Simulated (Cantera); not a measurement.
What does this Cantera script print?

```python
import numpy as np
import cantera as ct

gas_names = """
    B BF BF2 BF3 BN BO BOF BOF2 BO2 B2 B2O B2O2 B2O3 B3O3F3 F FO FO2 F2 F2O N NF NF2 NF3 NO NO2 NO3 N2
    N2O O O2 O3
""".split()
cond_names = """
    B(b) B(L) BN(s) B2O3(L)
""".split()


def load(file, names, dense=False):
    # The tables refer to 1 bar. Condensed volumes are neglected.
    table = {s.name: s for s in ct.Species.list_from_file(file)}
    out = []
    for n in names:
        d = dict(table[n].input_data)
        d["thermo"] = dict(d["thermo"], **{"reference-pressure": 1e5})
        if dense:
            d["equation-of-state"] = {"model": "constant-volume", "density": "1e6 g/cm^3"}
        out.append(ct.Species.from_dict(d))
    return out


gas = ct.Solution(thermo="ideal-gas", species=load("nasa_gas.yaml", gas_names))
cond = {s.name: ct.Solution(thermo="fixed-stoichiometry", species=[s], name=s.name)
        for s in load("nasa_condensed.yaml", cond_names, dense=True)}
atoms = {
    'BF3': {'B': 1, 'F': 3},
    'O2': {'O': 2},
    'N2': {'N': 2},
}
top_T = {'BN(s)': 3200}  # K; cautious upper limits of use, not melting points


def equilibrate(T, P, feed):
    n = {}
    for name, mol in feed.items():
        for a, k in atoms[name].items():
            n[a] = n.get(a, 0.0) + k * mol
    gas.TPX = T, P, n
    mass = sum(n.values()) * gas.mean_molecular_weight
    gas.equilibrate("TP")
    valid = [c for c in cond.values() if c.min_temp <= T <= top_T.get(c.name, c.max_temp)]
    mix = ct.Mixture([(gas, mass / gas.mean_molecular_weight)] + [(c, 0.0) for c in valid])
    mix.T, mix.P = T, P
    mix.equilibrate("TP", solver="vcs", rtol=1e-11, max_steps=5000)
    return mix


results = []
feed = {'BF3': 1, 'O2': 0.11, 'N2': 3.4}  # mol
P = 1333.22  # Pa
for T in [1125, 1200, 1275, 1350, 1425, 1500, 1575, 1650, 1725, 1800, 1875, 1950, 2025, 2100]:
    mix = equilibrate(T, P, feed)
    results.append((T, P, feed, dict(zip(mix.species_names, mix.species_moles))))
    x = sorted(zip(gas.X, gas.species_names), reverse=True)
    print(f"T = {T:g} K  P = {P:g} Pa  gas = {mix.phase_moles(0):.4g} mol")
    print("   x: " + "  ".join(f"{s} {v:.3e}" for v, s in x if v > 0.001))
    print("   condensed (mol): " + ("  ".join(f"{mix.phase(i).name} {mix.phase_moles(i):.4g}"
          for i in range(1, mix.n_phases) if mix.phase_moles(i) > 1e-12) or "none"))
```

It prints:

```
T = 1125 K  P = 1333.22 Pa  gas = 4.51 mol
   x: N2 7.539e-01  BF3 2.217e-01  O2 2.437e-02
   condensed (mol): none
T = 1200 K  P = 1333.22 Pa  gas = 4.51 mol
   x: N2 7.538e-01  BF3 2.217e-01  O2 2.436e-02
   condensed (mol): none
T = 1275 K  P = 1333.22 Pa  gas = 4.51 mol
   x: N2 7.538e-01  BF3 2.217e-01  O2 2.433e-02
   condensed (mol): none
T = 1350 K  P = 1333.22 Pa  gas = 4.51 mol
   x: N2 7.538e-01  BF3 2.217e-01  O2 2.430e-02
   condensed (mol): none
T = 1425 K  P = 1333.22 Pa  gas = 4.51 mol
   x: N2 7.537e-01  BF3 2.217e-01  O2 2.424e-02
   condensed (mol): none
T = 1500 K  P = 1333.22 Pa  gas = 4.51 mol
   x: N2 7.536e-01  BF3 2.217e-01  O2 2.416e-02
   condensed (mol): none
T = 1575 K  P = 1333.22 Pa  gas = 4.511 mol
   x: N2 7.535e-01  BF3 2.216e-01  O2 2.404e-02
   condensed (mol): none
T = 1650 K  P = 1333.22 Pa  gas = 4.512 mol
   x: N2 7.532e-01  BF3 2.214e-01  O2 2.385e-02
   condensed (mol): none
T = 1725 K  P = 1333.22 Pa  gas = 4.513 mol
   x: N2 7.528e-01  BF3 2.211e-01  O2 2.356e-02  NO 1.043e-03
   condensed (mol): none
T = 1800 K  P = 1333.22 Pa  gas = 4.517 mol
   x: N2 7.521e-01  BF3 2.204e-01  O2 2.311e-02  F 1.933e-03  NO 1.347e-03
   condensed (mol): none
T = 1875 K  P = 1333.22 Pa  gas = 4.523 mol
   x: N2 7.509e-01  BF3 2.193e-01  O2 2.242e-02  F 3.593e-03  BOF 1.784e-03  NO 1.693e-03
   condensed (mol): none
T = 1950 K  P = 1333.22 Pa  gas = 4.533 mol
   x: N2 7.491e-01  BF3 2.174e-01  O2 2.136e-02  F 6.339e-03  BOF 3.150e-03  NO 2.068e-03
   condensed (mol): none
T = 2025 K  P = 1333.22 Pa  gas = 4.549 mol
   x: N2 7.463e-01  BF3 2.145e-01  O2 1.980e-02  F 1.065e-02  BOF 5.295e-03  NO 2.449e-03
   condensed (mol): none
T = 2100 K  P = 1333.22 Pa  gas = 4.572 mol
   x: N2 7.422e-01  BF3 2.101e-01  O2 1.759e-02  F 1.707e-02  BOF 8.485e-03  NO 2.796e-03  O 1.597e-03
   condensed (mol): none
```

These are equilibrium values from Cantera (NASA tables, ideal gas, pure condensed phases), not measurements of a reactor. The tables' values for BF2 are old estimates; treat these amounts as uncertain.
